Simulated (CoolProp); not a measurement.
Acetone along the isobar 59.9 bar: density (kg/m³) from the reference equation and from simpler models built on Tc = 235.0 °C, pc = 46.92 bar, ω = 0.307; each cubic takes its own stable root.

The numbers come from the reference Helmholtz-energy equation of state, Lemmon 2006 in CoolProp. It is a short technical equation, of lower accuracy than the large ones.

| T (°C) | phase | reference | Redlich-Kwong | Soave-Redlich-Kwong |
|---|---|---|---|---|
| -82.95 | liquid | 903.3 | 674.1 | 683.1 |
| -66.75 | liquid | 886.3 | 664.5 | 675.2 |
| -50.55 | liquid | 869.5 | 654.3 | 666.6 |
| -34.35 | liquid | 852.7 | 643.6 | 657.6 |
| -18.15 | liquid | 835.9 | 632.3 | 647.9 |
| -1.95 | liquid | 819.0 | 620.5 | 637.6 |
| 14.25 | liquid | 802.0 | 608.0 | 626.6 |
| 30.45 | liquid | 784.6 | 595.0 | 614.8 |
| 46.65 | liquid | 766.9 | 581.2 | 602.2 |
| 62.85 | liquid | 748.7 | 566.7 | 588.6 |
| 79.05 | liquid | 730.0 | 551.3 | 574.0 |
